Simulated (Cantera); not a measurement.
**Low-pressure radical oxidation in H2/O2**

An isothermal, constant-pressure homogeneous reactor starts with 3.57 % H2, 96.4 % O2, at 1323 K and 9.75 Torr.

Cantera simulation using GRI-Mech 3.0 (53 species, 325 reactions); the numbers are that mechanism's predictions, not measurements. Radical loss at walls, strong at low pressure, is not modelled. The temperature is held fixed by assumption; the heat of reaction is taken as removed at once.

```json
[
 {"t (s)": "1.00e-5", "x H2": "0.0357", "x O2": "0.964", "x H2O": "1.81e-11", "x H": "2.14e-9", "x H2O2": "<1e-12", "x OH": "4.09e-10", "x O": "4.16e-10"},
 {"t (s)": "2.42e-5", "x H2": "0.0357", "x O2": "0.964", "x H2O": "2.24e-10", "x H": "4.29e-9", "x H2O2": "<1e-12", "x OH": "2.01e-9", "x O": "2.09e-9"},
 {"t (s)": "5.88e-5", "x H2": "0.0357", "x O2": "0.964", "x H2O": "2.45e-9", "x H": "8.01e-9", "x H2O2": "3.28e-12", "x OH": "8.55e-9", "x O": "9.34e-9"},
 {"t (s)": "0.000143", "x H2": "0.0357", "x O2": "0.964", "x H2O": "2.43e-8", "x H": "1.88e-8", "x H2O2": "1.91e-11", "x OH": "3.50e-8", "x O": "4.17e-8"},
 {"t (s)": "0.000346", "x H2": "0.0357", "x O2": "0.964", "x H2O": "3.11e-7", "x H": "9.88e-8", "x H2O2": "1.10e-10", "x OH": "2.34e-7", "x O": "2.99e-7"},
 {"t (s)": "0.000838", "x H2": "0.0357", "x O2": "0.964", "x H2O": "1.70e-5", "x H": "4.08e-6", "x H2O2": "6.22e-10", "x OH": "1.01e-5", "x O": "1.31e-5"},
 {"t (s)": "0.00203", "x H2": "0.00947", "x O2": "0.943", "x H2O": "0.0206", "x H": "0.00458", "x H2O2": "1.26e-7", "x OH": "0.00656", "x O": "0.0159"},
 {"t (s)": "0.00492", "x H2": "0.000452", "x O2": "0.934", "x H2O": "0.0317", "x H": "0.00348", "x H2O2": "4.76e-8", "x OH": "0.00361", "x O": "0.0268"},
 {"t (s)": "0.0119", "x H2": "0.000419", "x O2": "0.936", "x H2O": "0.0320", "x H": "0.00311", "x H2O2": "4.72e-8", "x OH": "0.00349", "x O": "0.0248"},
 {"t (s)": "0.0289", "x H2": "0.000356", "x O2": "0.941", "x H2O": "0.0327", "x H": "0.00239", "x H2O2": "4.63e-8", "x OH": "0.00322", "x O": "0.0207"},
 {"t (s)": "0.0702", "x H2": "0.000246", "x O2": "0.948", "x H2O": "0.0337", "x H": "0.00134", "x H2O2": "4.33e-8", "x OH": "0.00269", "x O": "0.0140"},
 {"t (s)": "0.170", "x H2": "0.000119", "x O2": "0.956", "x H2O": "0.0349", "x H": "0.000438", "x H2O2": "3.56e-8", "x OH": "0.00188", "x O": "0.00663"},
 {"t (s)": "0.412", "x H2": "3.78e-5", "x O2": "0.961", "x H2O": "0.0357", "x H": "7.67e-5", "x H2O2": "2.30e-8", "x OH": "0.00106", "x O": "0.00207"},
 {"t (s)": "1.00", "x H2": "9.01e-6", "x O2": "0.963", "x H2O": "0.0360", "x H": "8.89e-6", "x H2O2": "1.14e-8", "x OH": "0.000519", "x O": "0.000490"}
]
```
x: mole fraction; the columns are a selection and need not sum to one.

Equilibrium at this temperature and pressure: H2 4.23e-8, O2 0.964, H2O 0.0363, H 2.88e-9, H2O2 2.65e-10, OH 3.57e-5, O 2.31e-6 (gas phase only).
